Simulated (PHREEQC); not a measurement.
HCl is added in steps, without added water, to 1 kg of water holding 0.0054 mol/kgw NaHS, at 25 °C. The system is closed to oxygen. No CO2 enters from the air. Precipitation was switched off in this run.

Base run: PHREEQC, ion-association model, phreeqc.dat. Each further column changes one thing. The table gives pH.

```
HCl added (mol)  base  temperature from 25 to 45 °C  temperature from 25 to 5 °C  solids may form
---------------  ----  ----------------------------  ---------------------------  ---------------
0                9.28                          8.88                         9.80             9.28
0.00068          7.75                          7.53                         8.06             7.75
0.00136          7.38                          7.16                         7.69             7.38
0.00204          7.12                          6.91                         7.44             7.12
0.00272          6.90                          6.68                         7.21             6.90
0.0034           6.68                          6.46                         6.99             6.68
0.00408          6.42                          6.20                         6.73             6.42
0.00476          6.04                          5.82                         6.35             6.04
0.00544          4.30                          4.26                         4.35             4.30
0.00612          3.17                          3.18                         3.17             3.17
0.0068           2.89                          2.89                         2.89             2.89
```

 At this temperature some constants are extrapolated from 25 °C, and those without enthalpy data are left unchanged. Solids allowed in the column 'solids may form': Halite.
